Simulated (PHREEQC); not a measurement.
A solution holds 0.00031 mol K2SO4 and 0.091 mol HCl per kg of water, at 25 °C and 10 atm. Closed to the air; pH follows from the charge balance.

Computed with PHREEQC (ion-association model, phreeqc.dat).

```json
{
  "pH": "1.12",
  "ionic_strength": "0.0915 mol/kgw",
  "specific_conductance": "32500 µS/cm",
  "density": "0.999 g/cm³",
  "total_alkalinity": "-91.0 meq/kg"
}
```

| species | molality | activity | log γ |
|---|---|---|---|
| Cl- | 0.0910 | 0.0703 | -0.112 |
| H+ | 0.0908 | 0.0752 | -0.081 |
| K+ | 0.000620 | 0.000478 | -0.113 |
| HSO4- | 0.000242 | 0.000190 | -0.104 |
| SO4-2 | 6.83e-5 | 2.62e-5 | -0.416 |
| KSO4- | 1.11e-7 | 8.77e-8 | -0.100 |

This is a speciation only: nothing precipitates in the calculation.
